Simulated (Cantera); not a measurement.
Charge: 1 mol TEOS, 9 mol H₂O, at 73.0 Pa.

Equilibrium computed with Cantera from the NASA thermochemical tables; the gas is ideal and each condensed phase is pure. Candidate condensed phases: C, C₆H₆, C₇H₈, C₈H₁₈, H₂O, Si, SiC, SiO₂; 123 gas species. The feed counts by its element totals alone. The tables hold silica as quartz up to 1696 K and as liquid above; real silica turns to tridymite and cristobalite and melts near 1996 K. Equilibrium is a limit: real reactors are often held back by kinetics, nucleation or transport.

Task: Which condensed phases are stable at each of these points (T (°C)): 375, 475, 575, 675, 775, 875, 975, 1075, 1175, 1275, 1375, 1475, 1575?

Result: 
```
T (°C)              condensed phases  Si condensed (%)
------  ----------------------------  ----------------
375     C(graphite) + SiO₂(α-quartz)             100.0
475                   SiO₂(α-quartz)             100.0
575                   SiO₂(β-quartz)             100.0
675                   SiO₂(β-quartz)             100.0
775                   SiO₂(β-quartz)             100.0
875                   SiO₂(β-quartz)             100.0
975                   SiO₂(β-quartz)             100.0
1075                  SiO₂(β-quartz)             100.0
1175                  SiO₂(β-quartz)             100.0
1275                  SiO₂(β-quartz)              99.8
1375                  SiO₂(β-quartz)              98.1
1475                 SiO₂(condensed)              83.4
1575                 SiO₂(condensed)               7.7
```

At 375 °C the condensed part is C(graphite) + SiO₂(α-quartz). At 475 °C the condensed part is SiO₂(α-quartz). From 575 °C to 1375 °C the condensed part is SiO₂(β-quartz). From 1475 °C to 1575 °C the condensed part is SiO₂(condensed).
